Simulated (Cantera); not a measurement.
## Adiabatic ignition

An adiabatic, constant-volume homogeneous reactor starts with 13.4 % CH4, 0.417 % H2, 18.0 % O2, 67.9 % N2, 0.229 % C2H6, equivalence ratio 1.5, at 1450 K and 1.00 bar.

Cantera simulation using GRI-Mech 3.0 (53 species, 325 reactions); the numbers are that mechanism's predictions, not measurements.

```csv
t (s),T (K),P (bar),x CH4,x H2,x O2,x NO,x CH2O
2.00e-6,1450,1.000,0.134,0.00417,0.180,<1e-12,1.15e-8
6.19e-6,1450,1.000,0.134,0.00417,0.180,<1e-12,1.16e-7
1.92e-5,1450,1.000,0.134,0.00417,0.180,<1e-12,1.18e-6
5.93e-5,1450,1.000,0.134,0.00417,0.180,<1e-12,1.34e-5
0.000184,1450,1.00,0.134,0.00423,0.180,<1e-12,0.000150
0.000568,1463,1.01,0.131,0.00492,0.178,1.55e-12,0.00101
0.00176,2888,2.23,1.35e-12,0.0809,0.00147,0.00249,7.16e-9
0.00545,2886,2.23,1.37e-12,0.0812,0.00143,0.00300,7.18e-9
0.0169,2886,2.23,1.37e-12,0.0812,0.00143,0.00300,7.18e-9
0.0522,2886,2.23,1.37e-12,0.0812,0.00143,0.00300,7.18e-9
0.162,2886,2.23,1.37e-12,0.0812,0.00143,0.00300,7.18e-9
0.500,2886,2.23,1.37e-12,0.0812,0.00143,0.00300,7.18e-9
```
x: mole fraction; the columns are a selection and need not sum to one.

The time of steepest temperature rise comes out as 1.18 ms and the temperature at 0.500 s is 2886 K. The equilibrium temperature is 2886 K and the x(CH4) at 0.500 s is 1.37e-12 (gas-phase equilibrium 1.61e-12). The x(H2) at 0.500 s is 0.0812 (gas-phase equilibrium 0.0812) and the x(O2) at 0.500 s is 0.00143 (gas-phase equilibrium 0.00143).
